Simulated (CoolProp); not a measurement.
Properties of n-perfluorohexane along the isobar 371 kPa (Tc = 448.0 K, pc = 1742 kPa, ω = 0.497).

Model: reference Helmholtz-energy equation of state, Gao 2022, in CoolProp.

| T (K) | phase | Z | cv (kJ/(kg K)) | speed of sound (m/s) | Joule-Thomson coefficient (K/MPa) | isothermal compressibility (1/MPa) | expansivity (1/kK) |
|---|---|---|---|---|---|---|---|
| 340.7 | liquid | 0.02863 | 0.9089 | 397.6 | -0.1527 | 0.005016 | 2.163 |
| 349.8 | liquid | 0.02846 | 0.9204 | 370.4 | -0.1107 | 0.005907 | 2.317 |
| 358.9 | liquid | 0.02836 | 0.9317 | 342.6 | -0.05860 | 0.007078 | 2.509 |
| 368 | liquid | 0.02832 | 0.9430 | 313.8 | 0.007917 | 0.008671 | 2.754 |
| 377.1 | gas | 0.8412 | 0.9161 | 82.13 | 17.68 | 3.307 | 4.818 |
| 386.2 | gas | 0.8566 | 0.9256 | 84.73 | 15.84 | 3.224 | 4.416 |
| 395.3 | gas | 0.8699 | 0.9350 | 87.11 | 14.32 | 3.157 | 4.091 |
| 404.5 | gas | 0.8815 | 0.9444 | 89.34 | 13.02 | 3.103 | 3.820 |
| 413.6 | gas | 0.8917 | 0.9535 | 91.40 | 11.93 | 3.058 | 3.593 |
| 422.7 | gas | 0.9007 | 0.9625 | 93.33 | 10.99 | 3.020 | 3.399 |
| 431.8 | gas | 0.9087 | 0.9712 | 95.17 | 10.17 | 2.988 | 3.231 |
| 440.9 | gas | 0.9159 | 0.9798 | 96.91 | 9.456 | 2.960 | 3.083 |
| 450 | gas | 0.9223 | 0.9882 | 98.59 | 8.820 | 2.936 | 2.952 |
